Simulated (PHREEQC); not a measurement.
## Metal-bearing waste water with buffer: an equilibrium model

Solution A (0.0026 mol CuSO4 and 0.17 mol HCl per kg of water) is mixed with solution B (0.054 mol HF and 0.0081 mol KOH per kg of water) at 20 °C; shares are by mass of water, 1 kg in all. O2 is buffered at 0.21 atm. No CO2 enters from the air. The run lets Sylvite precipitate or redissolve, and no other solid.

The numbers come from PHREEQC with the ion-association model, phreeqc.dat.

Problem. Predict pH, Cu+2 (mol/kgw) at share of solution B = 0, 0.4, 0.5, 0.8, 0.85.

Solution. 
```csv
share of solution B,pH,Cu+2 (mol/kgw)
0,0.87,0.00229
0.4,1.09,0.00142
0.5,1.17,0.00119
0.8,1.60,0.000490
0.85,1.74,0.000368
```
